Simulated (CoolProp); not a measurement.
Vapour-liquid equilibrium of dimethyl carbonate (1) + n-octane (2) at 113.85 °C; x and y are mole fractions of (1).

Model: multi-fluid Helmholtz-energy mixture model, Zhou 2011 and Beckmüller 2019; pair parameters Bell 2016, in CoolProp.

| x | bubble pressure (bar) | y at the bubble point | dew pressure at overall composition x (bar) | liquid density (mol/L) |
|---|---|---|---|---|
| 0.05 | 0.9687 | 0.281 | 0.7563 | 5.574 |
| 0.125 | 1.270 | 0.482 | 0.8147 | 5.776 |
| 0.2 | 1.499 | 0.585 | 0.8824 | 5.994 |
| 0.275 | 1.668 | 0.647 | 0.9616 | 6.232 |
| 0.35 | 1.791 | 0.689 | 1.056 | 6.492 |
| 0.425 | 1.881 | 0.719 | 1.168 | 6.778 |
| 0.5 | 1.947 | 0.742 | 1.305 | 7.094 |
| 0.575 | 1.997 | 0.763 | 1.473 | 7.446 |
| 0.65 | 2.037 | 0.783 | 1.676 | 7.838 |
| 0.725 | 2.069 | 0.805 | 1.900 | 8.277 |
| 0.8 | 2.092 | 0.834 | 2.062 | 8.771 |
| 0.875 | 2.102 | 0.874 | 2.102 | 9.329 |
| 0.95 | 2.085 | 0.937 | 2.078 | 9.960 |

y crosses x between x = 0.8 and 0.875: the model has an azeotrope there.

Pair parameters are fitted to limited data, so mixtures are less certain than the pure fluids. With so large a gap from Raoult's law the liquid may split in two, which this calculation doesn't test in full.
